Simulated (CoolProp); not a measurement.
Values from CoolProp's reference Helmholtz-energy equation of state, Lemmon 2006. It is a short technical equation, of lower accuracy than the large ones.

Question: For CH3F (R41), give the phase and the density (kg/m³), speed of sound (m/s) at 106.45 °C and 2.86 MPa; 151.85 °C and 2.86 MPa.

Answer: 
- 106.45 °C and 2.86 MPa: gas; density 34.6, speed of sound 319
- 151.85 °C and 2.86 MPa: gas; density 29.6, speed of sound 342
